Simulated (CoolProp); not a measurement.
Properties of R245ca at several states.

Model: reference Helmholtz-energy equation of state, Zhou 2016, in CoolProp.

| T (K) | p (MPa) | phase | Z | cv (kJ/(kg K)) | speed of sound (m/s) | Joule-Thomson coefficient (K/MPa) | isothermal compressibility (1/MPa) | fugacity coefficient |
|---|---|---|---|---|---|---|---|---|
| 294.1 | 3.65 | liquid | 0.1423 | 0.9917 | 773.6 | -0.2589 | 0.001637 | 0.02605 |
| 377.6 | 1.76 | liquid | 0.06469 | 1.097 | 423.5 | 0.09966 | 0.006835 | 0.5015 |
| 397 | 0.0623 | gas | 0.9915 | 1.022 | 160.4 | (withheld) | 16.19 | 0.9916 |
| 253.7 | 3.46 | liquid | 0.1466 | 0.9542 | 939.1 | -0.3099 | (withheld) | 0.004061 |
| 332.9 | 1.65 | liquid | (withheld) | 1.037 | 605.7 | (withheld) | (withheld) | 0.1904 |
| 243.4 | 0.0354 | liquid | (withheld) | (withheld) | (withheld) | -0.3148 | 0.0009778 | 0.1838 |

Some entries are withheld; supply them.


- 397, Joule-Thomson coefficient (K/MPa): 10.86
- 253.7, isothermal compressibility (1/MPa): 0.001050
- 332.9, Z: 0.06144
- 332.9, Joule-Thomson coefficient (K/MPa): -0.1562
- 332.9, isothermal compressibility (1/MPa): 0.002903
- 243.4, Z: 0.001545
- 243.4, cv (kJ/(kg K)): 0.9454
- 243.4, speed of sound (m/s): 970.5
